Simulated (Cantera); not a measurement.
A perfectly stirred reactor is fed with 18.7 % H₂, 23.9 % O₂, 57.4 % N₂, at 143 Torr; it is held at 1350 K, and followed from long to short residence time.

Computed with Cantera and the H2/O2 subset of GRI-Mech 3.0, which has no nitrogen chemistry. The temperature is held fixed by assumption; the heat of reaction is taken as removed at once.

x: mole fraction; the columns are a selection and need not sum to one.

```
τ (s)        x H₂   x O₂  x H₂O   x H₂O₂       x O    x HO₂
-------  --------  -----  -----  -------  --------  -------
5.8       4.29e-5  0.161  0.206        ?   3.85e-5  1.02e-6
2.0       8.73e-5  0.161  0.205        ?   7.95e-5  1.93e-6
0.70     0.000175  0.161  0.205        ?  0.000163  3.51e-6
0.24     0.000356  0.161  0.205        ?  0.000336  6.10e-6
0.084    0.000708  0.160  0.204        ?  0.000682  9.73e-6
0.029     0.00141  0.160  0.203        ?   0.00138  1.42e-5
0.010     0.00275  0.160  0.200        ?   0.00277  1.86e-5
0.0035    0.00520  0.159  0.194        ?   0.00536  2.20e-5
0.0012    0.00959  0.159  0.183  1.88e-6    0.0100  2.40e-5
0.00043    0.0162  0.159  0.165  1.95e-6    0.0168  2.41e-5
```

Some entries are withheld; supply them.


- 5.8, x H₂O₂: 1.16e-7
- 2.0, x H₂O₂: 1.88e-7
- 0.70, x H₂O₂: 2.94e-7
- 0.24, x H₂O₂: 4.49e-7
- 0.084, x H₂O₂: 6.59e-7
- 0.029, x H₂O₂: 9.37e-7
- 0.010, x H₂O₂: 1.27e-6
- 0.0035, x H₂O₂: 1.62e-6
